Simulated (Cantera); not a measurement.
An isothermal, constant-pressure homogeneous reactor starts with 1.19 % H2, 98.8 % O2, equivalence ratio 0.0060, at 1075 K and 0.900 Torr.

Cantera simulation using GRI-Mech 3.0 (53 species, 325 reactions); the numbers are that mechanism's predictions, not measurements. Radical loss at walls, strong at low pressure, is not modelled.

Q: Predict: x(H2) at 9.00 s; x(O2) at 9.00 s; x(H2O2) at 9.00 s; x(O) at 9.00 s; x(H2O) at 9.00 s; x(HO2) at 9.00 s; x(H) at 9.00 s.

A: 
```
Item                                                  Result
-----------------  -----------------------------------------
x(H2) at 9.00 s     2.85e-5 (gas-phase equilibrium 2.44e-10)
x(O2) at 9.00 s          0.983 (gas-phase equilibrium 0.988)
x(H2O2) at 9.00 s   2.08e-9 (gas-phase equilibrium 2.83e-12)
x(O) at 9.00 s       0.00446 (gas-phase equilibrium 3.79e-8)
x(H2O) at 9.00 s       0.0115 (gas-phase equilibrium 0.0119)
x(HO2) at 9.00 s    1.22e-7 (gas-phase equilibrium 5.84e-10)
x(H) at 9.00 s     0.000266 (gas-phase equilibrium 6.67e-12)
```
